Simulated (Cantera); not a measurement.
A perfectly stirred reactor is fed with NO : N₂ = 1 : 1.9 (molar parts), at 100.0 Torr; it is held at 2023 K, and followed from long to short residence time.

Cantera simulation using GRI-Mech 3.0 (53 species, 325 reactions); the numbers are that mechanism's predictions, not measurements.

Task: What does this change do: N2 1.9 to 0.22 parts?

Result: 
```tsv
quantity	before	after
x(NO) at τ = 0.430 s	0.310	0.670
x(N₂) at τ = 0.430 s	0.672	0.255
x(NO₂) at τ = 0.430 s	5.80e-5	0.000244
x(O) at τ = 0.430 s	0.000344	0.000670
x(O₂) at τ = 0.430 s	0.0171	0.0740
x(NO) at τ = 17.0 ms	0.344	0.814
x(N₂) at τ = 17.0 ms	0.656	0.183
x(NO₂) at τ = 17.0 ms	2.77e-5	0.000110
x(O) at τ = 17.0 ms	0.000164	0.000306
x(O₂) at τ = 17.0 ms	0.000454	0.00258
```
